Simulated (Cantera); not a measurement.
Thermodynamics of iron carbonyl, mercury and lead vapours, feed Pb + H₂ + N₂ + CO

Feed: 1 mol Pb, 4.9 mol H₂, 21 mol N₂, 0.25 mol CO, held at 925 K and 368 Torr.

Method: chemical equilibrium by Gibbs-energy minimisation in Cantera with the NASA 1993 tables (ideal gas, pure condensed phases). Candidate condensed phases: C, C₆H₆, C₇H₈, C₈H₁₈, H₂O, Pb, PbO, PbO₂, Pb₃O₄; 139 gas species. Rates play no part.

```
Item                                       Result
--------------------------------------  ---------
x(N₂)                                       0.806
x(H₂)                                       0.182
x(CO)                                     0.00746
x(CH₄)                                    0.00199
x(H₂O)                                    0.00184
x(CO₂)                                   0.000152
x(NH₃)                                    3.40e-5
x(Pb)                                     5.45e-6
n(Pb(l))                                1.000 mol
gas amount                              26.05 mol
log10 activity of C(graphite) (absent)      -0.27
log10 activity of PbO₂(s) (absent)         -20.96
```
